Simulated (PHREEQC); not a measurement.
Make-up at 20 °C: 0.015 mol/kgw ZnSO4 and 0.00088 mol/kgw CdBr2. Closed to the air; pH follows from the charge balance.

All values are PHREEQC results (ion-association model, phreeqc.dat), not measurements.

Each row changes one thing in this solution. Precipitation was switched off in this run.

| case | pH | ionic strength (mol/kgw) | Br- (mol/kgw) | Cd+2 (mol/kgw) | CdBr+ (mol/kgw) | CdBr2 (mol/kgw) |
|---|---|---|---|---|---|---|
| as made | 5.78 | 0.0404 | 0.00170 | 0.000493 | 6.05e-5 | 3.66e-7 |
| CdBr2 from 0.00088 to 0.0044 mol/kgw | 5.77 | 0.0471 | 0.00763 | 0.00208 | 0.00110 | 2.92e-5 |
| ZnSO4 from 0.015 to 0.0075 mol/kgw | 5.86 | 0.0232 | 0.00168 | 0.000545 | 7.68e-5 | 4.99e-7 |
| CdBr2 from 0.00088 to 0.00044 mol/kgw | ___ | 0.0395 | 0.000863 | 0.000253 | ___ | 4.91e-8 |
| 0.014 mol/kgw Na2SO4 added | ___ | 0.0727 | 0.00172 | 0.000396 | 4.12e-5 | 2.28e-7 |
| ZnSO4 from 0.015 to 0.003 mol/kgw | ___ | 0.0116 | 0.00166 | 0.000612 | 9.90e-5 | 6.88e-7 |
| ZnSO4 left out | 6.69 | 0.00235 | 0.00161 | 0.000734 | 0.000145 | 1.10e-6 |
| temperature from 20 to 65 °C | 5.23 | 0.0382 | 0.00171 | 0.000485 | 4.75e-5 | 3.40e-7 |

Q: Complete the blanks.

A: 
- CdBr2 from 0.00088 to 0.00044 mol/kgw, pH: 5.79
- CdBr2 from 0.00088 to 0.00044 mol/kgw, CdBr+ (mol/kgw): 1.59e-5
- 0.014 mol/kgw Na2SO4 added, pH: 5.91
- ZnSO4 from 0.015 to 0.003 mol/kgw, pH: 5.97

Away from 25 °C the constants follow the database's enthalpies or fits; those with neither stay at their 25 °C values.
